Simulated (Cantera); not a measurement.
## Equilibrium for silicon oxide and oxynitride deposition: SiCl4 + NO + N2 + N2O

Charge: 1 mol SiCl4, 1.6 mol NO, 4.9 mol N2, 0.2 mol N2O, equilibrated at 0.00133 bar.

Equilibrium computed with Cantera from the NASA thermochemical tables; the gas is ideal and each condensed phase is pure. Candidate condensed phases: Si, SiO2, Si2N2O, Si3N4; 23 gas species. The tables' values for SiCl3, SiO2 are old estimates; treat these amounts as uncertain. The tables hold silica as quartz up to 1696 K and as liquid above; real silica turns to tridymite and cristobalite and melts near 1996 K. Equilibrium is a limit: real reactors are often held back by kinetics, nucleation or transport.

| T (K) | log p N2 | log p Cl | log p SiO | log p O2 | log p O | log p Cl2 | log p SiCl4 | log p NO | n SiO2(condensed) | n SiO2(l) |
|---|---|---|---|---|---|---|---|---|---|---|
| 1800 | -3.10 | -3.29 | -4.79 | -10.27 | -9.05 | -5.57 | -5.64 | -8.67 | 0.840 | 0 |
| 1850 | -3.11 | -3.28 | -4.61 | -9.42 | -8.42 | -5.76 | -6.67 | -8.18 | 0.807 | 0 |
| 1900 | -3.11 | -3.28 | -4.58 | -8.32 | -7.69 | -5.94 | -7.96 | -7.57 | 0.800 | 0 |
| 1950 | -3.11 | -3.28 | -4.57 | -7.25 | -6.97 | -6.12 | -9.23 | -6.97 | 0.797 | 0 |
| 2000 | -3.11 | -3.28 | -4.55 | -6.27 | -6.31 | -6.29 | -10.40 | -6.41 | 0 | 0.783 |
| 2050 | -3.11 | -3.28 | -4.45 | -5.48 | -5.75 | -6.46 | -11.38 | -5.97 | 0 | 0.723 |
| 2100 | -3.13 | -3.29 | -4.26 | -4.94 | -5.33 | -6.64 | -12.14 | -5.64 | 0 | 0.554 |
log p: log10 of the partial pressure in bar; n: condensed amount in mol.

From 1800 K to 1950 K the condensed part is SiO2(condensed). From 2000 K to 2100 K the condensed part is SiO2(l). The main Si-bearing gas is SiO throughout. The share of Si in condensed phases is highest at 1800 K (84.0 %) and lowest at 2100 K (55.4 %).
